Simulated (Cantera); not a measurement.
## Ignition delay

Mixture: 15.3 % H₂, 17.8 % O₂, 66.9 % N₂, equivalence ratio 0.43, at 0.370 bar, adiabatic and at constant pressure. Ignition delay is the time to a rise of 400 K.

Cantera simulation using GRI-Mech 3.0 (53 species, 325 reactions); the numbers are that mechanism's predictions, not measurements. Where the delays flatten at high temperature, the 400 K rule measures the pace of heat release, not the induction time.

| T0 (K) | delay (ms) |
|---|---|
| 1050 | 0.341 |
| 1125 | 0.227 |
| 1200 | 0.173 |
| 1275 | 0.148 |
| 1350 | 0.138 |
| 1425 | 0.138 |
